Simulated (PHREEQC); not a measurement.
Make-up at 20 °C: 11 mmol/kgw HF, 0.86 mmol/kgw KF and 0.0051 mmol/kgw H4SiO4. Closed to the air; pH follows from the charge balance.

Computed with PHREEQC (ion-association model, phreeqc.dat).

Each row changes one thing in this solution. This is a speciation only: nothing precipitates in the calculation.

```
case                                        pH  ionic strength (mol/kgw)  HF (mol/kgw)  F- (mol/kgw)  HF2- (mol/kgw)  SI of Quartz (SiO2)
----------------------------------------  ----  ------------------------  ------------  ------------  --------------  -------------------
as made                                   2.66                   0.00317       0.00858       0.00306         9.65e-5                -5.83
temperature from 20 to 35 °C              2.72                   0.00287       0.00887       0.00276        0.000100                -4.95
H4SiO4 from 5.1e-06 to 4.59e-06 mol/kgw   2.66                   0.00317       0.00858       0.00306         9.66e-5                -5.87
HF from 0.011 to 0.11 mol/kgw             2.02                    0.0113        0.0966       0.00831         0.00296               -10.94
KF replaced by KHF2 at the same molality  2.64                   0.00329       0.00931       0.00316        0.000108                -6.00
diluted 5-fold with water                 3.05                   0.00109       0.00127       0.00109         5.08e-6                -2.45
```

SiF6-2 is the database's only silicon fluoride.
